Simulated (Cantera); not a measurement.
Charge: 1 mol Si, 0.72 mol CO2, 54 mol N2, equilibrated at 1200 °C and 1000 Pa.

Method: chemical equilibrium by Gibbs-energy minimisation in Cantera with the NASA 1993 tables (ideal gas, pure condensed phases). Candidate condensed phases: C, Si, SiC, SiO2, Si2N2O, Si3N4; 34 gas species. N2 is the only nitrogen source here; it is nearly inert below about 1500 K, so the nitride shown seldom forms there in practice. Mutual solubility and eutectic melting of coexisting phases are not modelled. The tables hold silica as quartz up to 1696 K and as liquid above; real silica turns to tridymite and cristobalite and melts near 1996 K. Kinetics and transport are ignored.

Base state: N2 0.986, CO 0.0133, SiO 0.000496 (mole fractions); condensed: SiO2(β-quartz) + Si2N2O(s).

What changes in the equilibrium state with this change: CO2 from 0.72 to 1.1 mol?


```json
[
 {"species": "N2", "before": "0.986", "after": "0.979"},
 {"species": "CO", "before": "0.0133", "after": "0.0201"},
 {"species": "SiO", "before": "0.000496", "after": "0.000498"},
 {"species": "SiO2(β-quartz), mol", "before": "0.138", "after": "0.391"},
 {"species": "Si2N2O(s), mol", "before": "0.418", "after": "0.291"}
]
```

What changes in the equilibrium state with this change: CO2 from 0.72 to 2.4 mol?


| species | before | after |
|---|---|---|
| N2 | 0.986 | 0.957 |
| CO | 0.0133 | 0.0355 |
| CO2 | 8.35e-7 | 0.00709 |
| SiO | 0.000496 | 1.56e-7 |
| SiO2(β-quartz), mol | 0.138 | 1.000 |
| Si2N2O(s), mol | 0.418 | 0 |
